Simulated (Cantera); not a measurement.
An adiabatic, constant-pressure homogeneous reactor starts with 22.5 % CH3OH, 14.6 % O2, 62.9 % N2, equivalence ratio 2.3, at 1475 K and 101000 Pa.

Model: GRI-Mech 3.0 (53 species, 325 reactions), integrated in Cantera. GRI-Mech 3.0 was tuned for natural gas; its chemistry of methanol as a main component is partial and can be far from experiment.

Task: Predict: time of steepest temperature rise; temperature at 0.400 s; equilibrium temperature; x(O2) at 0.400 s; x(CO) at 0.400 s; x(HCN) at 0.400 s.

Result: 
- time of steepest temperature rise = 0.226 ms
- temperature at 0.400 s = 2419 K
- equilibrium temperature = 2419 K
- x(O2) at 0.400 s = 2.62e-5 (gas-phase equilibrium 2.62e-5)
- x(CO) at 0.400 s = 0.141 (gas-phase equilibrium 0.141)
- x(HCN) at 0.400 s = 6.18e-8 (gas-phase equilibrium 6.18e-8)
